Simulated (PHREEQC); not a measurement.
A solution holds 0.0094 mol/kgw NH3, at 25 °C. Closed to the air; pH follows from the charge balance.

The numbers come from PHREEQC with the ion-association model, phreeqc.dat.

```
quantity                    before     after
------------------------  --------  --------
pH                           10.60      9.75
ionic strength (mol/kgw)  0.000409  0.000422
NH3 (mol/kgw)              0.00899   0.00898
NH4+ (mol/kgw)            0.000409  0.000422
```

Task: Name the change that produced these shifts.
(A) temperature from 25 to 40 °C
(B) NH3 from 0.0094 to 0.0141 mol/kgw
(C) temperature from 25 to 55 °C
(D) diluted 2-fold with water
(E) NH3 from 0.0094 to 0.0103 mol/kgw

Result: C, temperature from 25 to 55 °C

No solid was allowed to form. At this temperature some constants are extrapolated from 25 °C, and those without enthalpy data are left unchanged.
